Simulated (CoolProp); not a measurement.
Properties of R245ca along the isotherm 176.85 °C (Tc = 174.4 °C, pc = 3.941 MPa, ω = 0.355).

Computed with CoolProp (reference Helmholtz-energy equation of state, Zhou 2016).

```json
[
 {"p (MPa)": "0.0316", "phase": "gas", "Z": "0.9972", "cp (kJ/(kg K))": "1.165", "cv (kJ/(kg K))": "1.102", "speed of sound (m/s)": "171.3", "Joule-Thomson coefficient (K/MPa)": "7.388", "isothermal compressibility (1/MPa)": "31.73"},
 {"p (MPa)": "0.0534", "phase": "gas", "Z": "0.9953", "cp (kJ/(kg K))": "1.166", "cv (kJ/(kg K))": "1.103", "speed of sound (m/s)": "171.0", "Joule-Thomson coefficient (K/MPa)": "7.406", "isothermal compressibility (1/MPa)": "18.82"},
 {"p (MPa)": "0.0901", "phase": "gas", "Z": "0.9921", "cp (kJ/(kg K))": "1.168", "cv (kJ/(kg K))": "1.103", "speed of sound (m/s)": "170.5", "Joule-Thomson coefficient (K/MPa)": "7.435", "isothermal compressibility (1/MPa)": "11.19"},
 {"p (MPa)": "0.152", "phase": "gas", "Z": "0.9866", "cp (kJ/(kg K))": "1.171", "cv (kJ/(kg K))": "1.104", "speed of sound (m/s)": "169.7", "Joule-Thomson coefficient (K/MPa)": "7.485", "isothermal compressibility (1/MPa)": "6.669"},
 {"p (MPa)": "0.257", "phase": "gas", "Z": "0.9772", "cp (kJ/(kg K))": "1.176", "cv (kJ/(kg K))": "1.106", "speed of sound (m/s)": "168.3", "Joule-Thomson coefficient (K/MPa)": "7.573", "isothermal compressibility (1/MPa)": "3.983"},
 {"p (MPa)": "0.433", "phase": "gas", "Z": "0.9612", "cp (kJ/(kg K))": "1.185", "cv (kJ/(kg K))": "1.110", "speed of sound (m/s)": "165.9", "Joule-Thomson coefficient (K/MPa)": "7.729", "isothermal compressibility (1/MPa)": "2.405"},
 {"p (MPa)": "0.731", "phase": "gas", "Z": "0.9335", "cp (kJ/(kg K))": "1.203", "cv (kJ/(kg K))": "1.116", "speed of sound (m/s)": "161.7", "Joule-Thomson coefficient (K/MPa)": "8.018", "isothermal compressibility (1/MPa)": "1.469"},
 {"p (MPa)": "1.23", "phase": "gas", "Z": "0.8848", "cp (kJ/(kg K))": "1.240", "cv (kJ/(kg K))": "1.127", "speed of sound (m/s)": "154.3", "Joule-Thomson coefficient (K/MPa)": "8.593", "isothermal compressibility (1/MPa)": "0.9275"},
 {"p (MPa)": "2.08", "phase": "gas", "Z": "0.7915", "cp (kJ/(kg K))": "1.343", "cv (kJ/(kg K))": "1.152", "speed of sound (m/s)": "139.9", "Joule-Thomson coefficient (K/MPa)": "9.949", "isothermal compressibility (1/MPa)": "0.6324"},
 {"p (MPa)": "3.51", "phase": "gas", "Z": "0.5652", "cp (kJ/(kg K))": "2.108", "cv (kJ/(kg K))": "1.228", "speed of sound (m/s)": "105.4", "Joule-Thomson coefficient (K/MPa)": "14.55", "isothermal compressibility (1/MPa)": "0.6948"},
 {"p (MPa)": "5.93", "phase": "supercritical", "Z": "0.2458", "cp (kJ/(kg K))": "2.040", "cv (kJ/(kg K))": "1.212", "speed of sound (m/s)": "192.1", "Joule-Thomson coefficient (K/MPa)": "1.771", "isothermal compressibility (1/MPa)": "0.05276"},
 {"p (MPa)": "10", "phase": "supercritical", "Z": "0.3689", "cp (kJ/(kg K))": "1.694", "cv (kJ/(kg K))": "1.195", "speed of sound (m/s)": "289.3", "Joule-Thomson coefficient (K/MPa)": "0.5779", "isothermal compressibility (1/MPa)": "0.01744"}
]
```
